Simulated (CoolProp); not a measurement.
The fluid at 298.15 K and 0.491 MPa is throttled through a valve to 0.21 MPa with no heat exchange. The same conditions are run with several fluids, on thermodynamics alone (safety and materials aside).

Computed with CoolProp (reference Helmholtz-energy equation of state of each fluid (carbon monoxide: Lemmon 2006; normal hydrogen: Leachman 2009; ethylene: Smukala 2000; oxygen: Schmidt 1985; R22: Kamei 1995)).

Rank carbon monoxide, normal hydrogen, ethylene, oxygen, R22 by temperature change (K), highest first.

normal hydrogen (+0.1), carbon monoxide (-0.7), oxygen (-0.8), ethylene (-2.9), R22 (-6.5)

```
fluid            final density (kg/m³)
---------------  ---------------------
carbon monoxide                   2.38
normal hydrogen                  0.171
ethylene                          2.43
oxygen                            2.72
R22                               7.75
```
